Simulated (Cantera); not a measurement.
A freely propagating, adiabatic, planar premixed flame of H2 : O2 : N2 : H2O = 1 : 0.417 : 1.96 : 0.014 (molar parts), unburnt at 375 K and 2.66 atm; mixture-averaged transport, grid criteria slope 0.08 and curve 0.16, no radiation.

Detailed kinetics in Cantera: the H2/O2 subset of GRI-Mech 3.0, which has no nitrogen chemistry. The hydrogen kinetics of GRI-Mech 3.0 are dated; newer H2 mechanisms differ, most at raised pressure. Burning velocities carry a grid error of a few per cent, more on coarse grids.

x: mole fraction of selected species; z is measured from the peak of heat release.

```tsv
z (mm)	T (K)	u (m/s)	x H2	x O2	x OH	x H2O2	x H	x O
-0.325	375	2.87	0.295	0.123	<1e-8	<1e-8	<1e-8	<1e-8
-0.217	375	2.87	0.295	0.123	<1e-8	<1e-8	<1e-8	<1e-8
-0.162	375	2.87	0.295	0.123	<1e-8	<1e-8	<1e-8	<1e-8
-0.108	376	2.87	0.293	0.123	<1e-8	1.49e-7	<1e-8	3.20e-8
-0.0541	…	3.13	0.276	0.126	…	…	…	…
-0.0271	…	5.11	…	0.119	…	…	…	…
0	1153	8.09	0.167	0.0905	0.00184	3.41e-5	0.0128	0.00164
0.0271	1469	10.2	0.105	0.0495	0.00448	5.48e-6	0.0271	0.00410
0.0541	1644	11.4	0.0719	0.0240	0.00702	2.97e-6	0.0328	0.00470
0.108	1809	12.4	0.0565	0.00974	0.00907	1.59e-6	0.0294	0.00396
0.217	1950	13.3	0.0542	0.00558	0.00895	8.17e-7	0.0206	0.00256
0.433	2063	13.9	0.0526	0.00313	0.00746	4.45e-7	0.0131	0.00135
0.866	2142	14.4	0.0510	0.00149	0.00543	2.47e-7	0.00787	0.000597
```

**Question.** Complete the blanks.

**Answer.** 
- -0.0541, T (K): 418
- -0.0541, x OH: 1.20e-5
- -0.0541, x H2O2: 2.22e-5
- -0.0541, x H: 2.55e-6
- -0.0541, x O: 2.48e-6
- -0.0271, T (K): 709
- -0.0271, x H2: 0.233
- -0.0271, x OH: 0.000872
- -0.0271, x H2O2: 0.000113
- -0.0271, x H: 0.00154
- -0.0271, x O: 0.000146
